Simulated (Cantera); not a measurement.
Feed: 1 mol Pb, 0.13 mol CO, 63 mol H2, held at 0.0660 bar.

Equilibrium computed with Cantera from the NASA thermochemical tables; the gas is ideal and each condensed phase is pure. Candidate condensed phases: C, C6H6, C7H8, C8H18, H2O, Pb, PbO, PbO2, Pb3O4; 113 gas species. The numbers say what is thermodynamically allowed, not how fast it happens.

Which condensed phases are stable at each of these points (T (°C)): 427, 577, 727, 877, 1027, 1177, 1327?


```
T (°C)  condensed phases  Pb condensed (%)
------  ----------------  ----------------
427                Pb(l)             100.0
577                Pb(l)             100.0
727                Pb(l)              98.5
877                Pb(l)              72.2
1027            gas only               0.0
1177            gas only               0.0
1327            gas only               0.0
```

From 427 °C to 877 °C the condensed part is Pb(l). From 1027 °C to 1327 °C nothing is condensed.
